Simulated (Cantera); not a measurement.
Charge: 1 mol Si, 0.0057 mol O₂, 18 mol N₂, equilibrated at 0.100 bar.

Cantera equilibrium calculation (NASA polynomials, part measured and part estimated; ideal gas, pure solids and liquids). Candidate condensed phases: Si, SiO₂, Si₂N₂O, Si₃N₄; 16 gas species. N₂ is the only nitrogen source here; it is nearly inert below about 1500 K, so the nitride shown seldom forms there in practice. Mutual solubility and eutectic melting of coexisting phases are not modelled. Rates play no part.

x: gas mole fraction; n: condensed amount in mol.

| T (K) | x N₂ | x SiO | x Si | x SiN | x Si₂N | x Si₂ | n Si₂N₂O(s) | n Si₃N₄(s) |
|---|---|---|---|---|---|---|---|---|
| 1475 | 1.00 | 3.08e-7 | 2.50e-10 | 1.13e-10 | <1e-12 | <1e-12 | 0.0114 | 0.326 |
| 1500 | 1.000 | ___ | ___ | 2.60e-10 | ___ | <1e-12 | 0.0114 | 0.326 |
| 1525 | 1.000 | 1.44e-6 | 1.58e-9 | 5.80e-10 | 7.52e-12 | <1e-12 | 0.0114 | 0.326 |
| 1550 | 1.000 | 3.00e-6 | 3.81e-9 | 1.26e-9 | 2.30e-11 | <1e-12 | 0.0113 | 0.326 |
| 1575 | 1.000 | 6.10e-6 | 8.90e-9 | 2.67e-9 | 6.76e-11 | <1e-12 | 0.0113 | 0.326 |
| 1600 | 1.000 | 1.21e-5 | 2.02e-8 | 5.51e-9 | 1.92e-10 | 1.05e-12 | 0.0112 | 0.326 |
| 1625 | 1.000 | ___ | ___ | 1.11e-8 | ___ | ___ | 0.0110 | 0.326 |
| 1650 | 1.000 | 4.49e-5 | 9.71e-8 | 2.20e-8 | 1.41e-9 | 1.19e-11 | 0.0106 | 0.326 |
| 1675 | 1.000 | 8.39e-5 | 2.05e-7 | 4.27e-8 | 3.64e-9 | 3.77e-11 | 0.00994 | 0.326 |
| 1700 | 1.000 | 0.000154 | 4.24e-7 | 8.11e-8 | 9.15e-9 | 1.16e-10 | 0.00873 | 0.327 |
| 1725 | 1.000 | 0.000277 | 8.57e-7 | 1.51e-7 | 2.24e-8 | 3.45e-10 | 0.00660 | 0.327 |
| 1750 | 1.000 | 0.000490 | 1.70e-6 | 2.77e-7 | 5.33e-8 | 9.93e-10 | 0.00290 | 0.329 |
| 1775 | 0.999 | 0.000657 | 3.30e-6 | 4.98e-7 | 1.24e-7 | 2.77e-9 | 0 | 0.330 |

Question: Complete the blanks.

Answer: 
- 1500, x SiO: 6.75e-7
- 1500, x Si: 6.40e-10
- 1500, x Si₂N: 2.37e-12
- 1625, x SiO: 2.36e-5
- 1625, x Si: 4.49e-8
- 1625, x Si₂N: 5.28e-10
- 1625, x Si₂: 3.59e-12
